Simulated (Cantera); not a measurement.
**Equilibrium for silicon oxide and oxynitride deposition: TEOS + CO₂**

Feed: 1 mol TEOS, 8.5 mol CO₂, at 58000 Pa.

These are equilibrium values from Cantera (NASA tables, ideal gas, pure condensed phases), not measurements of a reactor. Candidate condensed phases: C, C₆H₆, C₇H₈, C₈H₁₈, H₂O, Si, SiC, SiO₂; 123 gas species. The feed counts by its element totals alone. The tables hold silica as quartz up to 1696 K and as liquid above; real silica turns to tridymite and cristobalite and melts near 1996 K. Gases not in the tables: Si(OH)₄. Equilibrium is a limit: real reactors are often held back by kinetics, nucleation or transport.

From 648 K to 748 K the condensed part is C(graphite) + SiO₂(α-quartz). From 848 K to 948 K the condensed part is C(graphite) + SiO₂(β-quartz). From 1048 K to 1648 K the condensed part is SiO₂(β-quartz). From 1748 K to 1848 K the condensed part is SiO₂(condensed).

```
T (K)  log p CO  log p H₂O  log p CO₂  log p H₂  log p CH₄  n C(graphite)  n SiO₂(α-quartz)  n SiO₂(β-quartz)  n SiO₂(condensed)
-----  --------  ---------  ---------  --------  ---------  -------------  ----------------  ----------------  -----------------
648       -2.63      -0.59      -0.63     -1.40      -1.36           9.16              1.00                 0                  0
748       -1.70      -0.72      -0.63     -1.00      -1.48           8.46              1.00                 0                  0
848       -1.04      -0.95      -0.71     -0.78      -1.76           6.76                 0              1.00                  0
948       -0.63      -1.35      -1.01     -0.71      -2.19           2.92                 0              1.00                  0
1048      -0.49      -1.72      -1.43     -0.70      -2.84              0                 0              1.00                  0
1148      -0.48      -1.64      -1.49     -0.71      -3.90              0                 0              1.00                  0
1248      -0.48      -1.59      -1.54     -0.71      -4.80              0                 0              1.00                  0
1348      -0.47      -1.54      -1.59     -0.72      -5.57              0                 0              1.00                  0
1448      -0.47      -1.51      -1.63     -0.73      -6.22              0                 0              1.00                  0
1548      -0.47      -1.48      -1.66     -0.73      -6.78              0                 0             1.000                  0
1648      -0.47      -1.46      -1.70     -0.73      -7.27              0                 0             1.000                  0
1748      -0.47      -1.44      -1.73     -0.74      -7.70              0                 0                 0              1.000
1848      -0.46      -1.43      -1.76     -0.74      -8.08              0                 0                 0              0.999
```
log p: log10 of the partial pressure in bar; n: condensed amount in mol.
